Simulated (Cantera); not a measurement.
Input: 1 mol Si, 0.052 mol O2, 62 mol H2, held at 1148.15 K and 20.0 Pa.

These are equilibrium values from Cantera (NASA tables, ideal gas, pure condensed phases), not measurements of a reactor. Candidate condensed phases: H2O, Si, SiO2; 18 gas species. Mutual solubility and eutectic melting of coexisting phases are not modelled. The tables hold silica as quartz up to 1696 K and as liquid above; real silica turns to tridymite and cristobalite and melts near 1996 K. Equilibrium is a limit: real reactors are often held back by kinetics, nucleation or transport.

Base state: H2 0.999, SiO 0.000562 (mole fractions); condensed: Si(s) + SiO2(β-quartz).

### Question
What changes in the equilibrium state with this change: temperature from 1148.15 K to 1975 K?

### Answer
| species | before | after |
|---|---|---|
| H2 | 0.999 | 0.893 |
| H | 5.08e-6 | 0.0915 |
| Si | <1e-9 | 0.0134 |
| SiH | <1e-9 | 0.000129 |
| Si2 | <1e-9 | 1.09e-5 |
| SiO | 0.000562 | 0.00158 |
| Si(s), mol | 0.931 | 0 |
| SiO2(β-quartz), mol | 0.0346 | 0 |

### Question
What changes in the equilibrium state with this change: temperature from 1148.15 K to 1773.15 K?

### Answer
| species | before | after |
|---|---|---|
| H2 | 0.999 | 0.968 |
| H | 5.08e-6 | 0.0198 |
| Si | <1e-9 | 0.0107 |
| SiH | <1e-9 | 0.000183 |
| Si2 | <1e-9 | 5.94e-5 |
| Si(s), mol | 0.931 | 0 |
| SiO2(β-quartz), mol | 0.0346 | 0 |
| Si(l), mol | 0 | 0.196 |
Gases not in the tables: Si2H6 and higher silanes.

### Question
What changes in the equilibrium state with this change: temperature from 1148.15 K to 2198 K?

### Answer
| species | before | after |
|---|---|---|
| H2 | 0.999 | 0.665 |
| H | 5.08e-6 | 0.321 |
| Si | <1e-9 | 0.0119 |
| SiH | <1e-9 | 6.09e-5 |
| SiO | 0.000562 | 0.00139 |
| Si(s), mol | 0.931 | 0 |
| SiO2(β-quartz), mol | 0.0346 | 0 |
